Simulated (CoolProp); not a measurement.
Saturation properties of R113 (Tc = 214.1 °C, pc = 3.392 MPa, ω = 0.253).

Model: reference Helmholtz-energy equation of state, Marx 1992, in CoolProp.

```tsv
T (°C)	p (MPa)	liquid density (kg/m³)	vapour density (kg/m³)	enthalpy of vaporisation (kJ/kg)	surface tension (mN/m)
94.85	0.3862	1383	26.48	127.5	9.70
100.85	0.4454	1366	30.45	125.1	9.10
106.75	0.5101	1349	34.80	122.6	8.52
112.75	0.5829	1331	39.74	119.9	7.93
118.75	0.6630	1312	45.25	117.2	7.35
124.75	0.7512	1293	51.38	114.3	6.78
130.75	0.8477	1273	58.22	111.3	6.22
136.75	0.9532	1252	65.85	108.2	5.67
142.75	1.068	1230	74.37	104.9	5.13
148.75	1.193	1208	83.90	101.4	4.60
154.75	1.328	1184	94.60	97.63	4.08
160.75	1.475	1159	106.7	93.66	3.58
166.75	1.633	1132	120.3	89.39	3.08
172.65	1.800	1104	135.7	84.85	2.62
178.65	1.984	1072	153.7	79.81	2.15
```

It boils at 47.6 °C under 1 atm.

Surface tension comes from a separate correlation (Mulero 2012).
